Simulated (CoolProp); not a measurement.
Vapour-liquid equilibrium of ethane (1) + propane (2) at 0.652 bar; x and y are mole fractions of (1).

Model: multi-fluid Helmholtz-energy mixture model, Bücker 2006 and Lemmon 2009; pair parameters Kunz 2012, in CoolProp.

```tsv
x	bubble temperature, mixture model (°C)	bubble temperature, Raoult's law (°C)	y, mixture model	y, Raoult's law
0.05	-57.7	-58.1	0.291	0.313
0.125	-64.8	-65.6	0.551	0.578
0.2	…	-71.3	…	0.723
0.275	-74.8	-75.8	0.791	0.810
0.35	-78.5	-79.5	0.851	0.866
0.425	-81.6	-82.6	0.893	0.903
0.5	…	-85.2	0.923	0.930
0.575	-86.8	-87.5	0.945	0.949
0.65	-88.9	-89.4	0.962	0.964
0.725	-90.8	-91.2	0.974	0.975
0.8	-92.6	-92.8	0.984	0.984
0.875	-94.1	-94.2	0.991	0.991
0.95	-95.5	-95.6	0.997	0.997
```

Task: Complete the blanks.

Result: 
- 0.2, bubble temperature, mixture model (°C): -70.3
- 0.2, y, mixture model: 0.699
- 0.5, bubble temperature, mixture model (°C): -84.4

The largest gap from Raoult's law is +1.0 K in bubble temperature, at x = 0.275. No azeotrope shows between x = 0.05 and 0.95.

The pair parameters rest on a limited set of measurements; away from them the model extrapolates.
